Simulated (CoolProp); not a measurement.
Methanol along the isobar 635 kPa: fugacity coefficient from the reference equation and from simpler models built on Tc = 513.4 K, pc = 8216 kPa, ω = 0.565; each cubic takes its own stable root.

Values from CoolProp's reference Helmholtz-energy equation of state, de Reuck 1993.

```
T (K)  phase  reference
-----  -----  ---------
418.2    gas     0.9352
442.6    gas     0.9518
466.9    gas     0.9629
491.3    gas     0.9708
515.7    gas     0.9764
540.1    gas     0.9805
564.4    gas     0.9834
588.8    gas     0.9855
613.2    gas     0.9870
```

Question: How far does each simpler model (van der Waals, Peng-Robinson) lie from the reference over these 9 states: mean and median of the absolute difference, and the worst?

Answer: 
- van der Waals: mean 0.7 %, median 0.2 %, worst +3.0 % at 418.2 K and 635 kPa
- Peng-Robinson: mean 0.4 %, median 0.4 %, worst +0.7 % at 418.2 K and 635 kPa
